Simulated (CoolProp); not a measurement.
Vapour-liquid equilibrium of p-xylene (1) + n-decane (2) at 422.2 K; x and y are mole fractions of (1).

Computed with CoolProp (multi-fluid Helmholtz-energy mixture model, Zhou 2012 and Lemmon 2006; pair parameters Bell 2016).

Question: Give the bubble pressure and the first vapour's composition at x = 0.05, 0.35, 0.65. Is there an azeotrope?

Answer: x = 0.05: 0.05569 MPa, y = 0.124; x = 0.35: 0.08163 MPa, y = 0.579; x = 0.65: 0.1059 MPa, y = 0.818. No azeotrope shows between x = 0.05 and 0.95.

The pair parameters rest on a limited set of measurements; away from them the model extrapolates.
